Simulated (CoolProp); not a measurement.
Vapour pressure (bar) of R245fa: the reference equation beside estimates from Tc = 427.0 K, pc = 36.51 bar, ω = 0.378. Clausius-Clapeyron is anchored at 282.6 K with a constant enthalpy of vaporisation of 26.78 kJ/mol.

The numbers come from the reference Helmholtz-energy equation of state, Akasaka 2015 in CoolProp.

```csv
T (K),reference,Lee-Kesler,Clausius-Clapeyron,van der Waals,Redlich-Kwong,Soave-Redlich-Kwong,Peng-Robinson
272.9,0.5267,0.5236,0.5371,4.523,1.408,0.5253,0.5338
276.1,0.6083,0.6055,0.6159,4.820,1.573,0.6069,0.6153
279.4,0.7029,0.7004,0.7068,5.140,1.758,0.7015,0.7095
282.6,0.8054,0.8035,0.8054,5.463,1.952,0.8042,0.8116
285.9,0.9233,0.9220,0.9186,5.810,2.168,0.9224,0.9289
289.1,1.050,1.050,1.041,6.160,2.394,1.050,1.055
292.4,1.196,1.196,1.180,6.535,2.644,1.195,1.199
295.6,1.351,1.352,1.330,6.913,2.904,1.352,1.354
298.8,1.522,1.524,1.494,7.305,3.183,1.523,1.523
302.1,1.715,1.719,1.681,7.725,3.490,1.718,1.715
305.3,1.921,1.926,1.880,8.146,3.807,1.925,1.919
308.6,2.152,2.159,2.104,8.596,4.156,2.158,2.149
311.8,2.397,2.405,2.342,9.047,4.515,2.404,2.391
315,2.663,2.673,2.601,9.513,4.895,2.672,2.655
```

Absolute difference from the reference over all 14 rows, mean and median: Lee-Kesler 0.3 and 0.2 %, Clausius-Clapeyron 1.5 and 1.7 %, van der Waals 458.8 and 429.0 %, Redlich-Kwong 121.0 and 118.0 %, Soave-Redlich-Kwong 0.2 and 0.2 %, Peng-Robinson 0.5 and 0.3 %.
